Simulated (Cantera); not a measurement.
Input: 1 mol SiH4, 1.4 mol NO, 1.7 mol H2, equilibrated at 500 °C and 0.133 bar.

Method: chemical equilibrium by Gibbs-energy minimisation in Cantera with the NASA 1993 tables (ideal gas, pure condensed phases). Candidate condensed phases: H2O, Si, SiO2, Si2N2O, Si3N4; 35 gas species. Equilibrium is a limit: real reactors are often held back by kinetics, nucleation or transport.

Base state: H2 0.881, N2 0.119, NH3 0.000151 (mole fractions); condensed: SiO2(α-quartz) + Si2N2O(s).

Q: What changes in the equilibrium state with this change: SiH4 replaced by HMDSO?

A: 
```tsv
species	before	after
H2	0.881	0.801
CH4	0	0.181
N2	0.119	0.0181
NH3	0.000151	5.09e-5
SiO2(α-quartz), mol	0.600	0.933
Si2N2O(s), mol	0.200	0.533
C(graphite), mol	0	4.33
```
The feed counts by its element totals alone. Further candidate phases: C, C6H6, C7H8, C8H18, SiC.

Q: What changes in the equilibrium state with this change: temperature from 500 °C to 1625 °C?

A: 
| species | before | after |
|---|---|---|
| H2 | 0.881 | 0.737 |
| N2 | 0.119 | 0.140 |
| SiO | <1e-9 | 0.120 |
| H | <1e-9 | 0.00184 |
| NH3 | 0.000151 | 7.59e-7 |
| H2O | 7.22e-6 | 0.000614 |
| SiO2(α-quartz), mol | 0.600 | 0 |
| Si2N2O(s), mol | 0.200 | 0 |
| SiO2(condensed), mol | 0 | 0.397 |
The tables hold silica as quartz up to 1696 K and as liquid above; real silica turns to tridymite and cristobalite and melts near 1996 K.
